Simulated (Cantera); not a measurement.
A closed system holds: 1 mol PbO, 0.48 mol C, 2.2 mol CO, held at 1223 K and 8.30 bar.

Method: chemical equilibrium by Gibbs-energy minimisation in Cantera with the NASA 1993 tables (ideal gas, pure condensed phases). Rates play no part.

```json
[
 {"species": "CO", "before": "0.806", "after": "0.799"},
 {"species": "CO2", "before": "0.194", "after": "0.192"},
 {"species": "Pb", "before": "0.000109", "after": "0.00908"},
 {"species": "Pb(l), mol", "before": "1.000", "after": "0.975"}
]
```
Gas species are given as mole fractions.

Task: Which change was made?
A) temperature from 1223 K to 2275 K
B) C from 0.48 to 5.6 mol
C) temperature from 1223 K to 1398 K
D) pressure from 8.30 bar to 0.100 bar

Result: D, pressure from 8.30 bar to 0.100 bar
